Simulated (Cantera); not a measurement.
Input: 1 mol SiF4, 2.8 mol N2, equilibrated at 3200 Pa.

Cantera equilibrium calculation (NASA polynomials, part measured and part estimated; ideal gas, pure solids and liquids). Candidate condensed phases: Si, Si3N4; 16 gas species. The tables' values for SiF3 are old estimates; treat these amounts as uncertain. Rates play no part. All values below are at 1525 °C.

Base state: N2 0.737, SiF4 0.263, F 6.47e-5, SiF3 6.47e-5 (mole fractions); condensed: gas only.

### Question
What changes in the equilibrium state with this change: 0.19 mol Cl2 added?

### Answer
```tsv
species	before	after
N2	0.737	0.671
SiF4	0.263	0.240
Cl	0	0.0863
Cl2	0	0.00243
F	6.47e-5	6.02e-5
SiF3	6.47e-5	6.34e-5
```
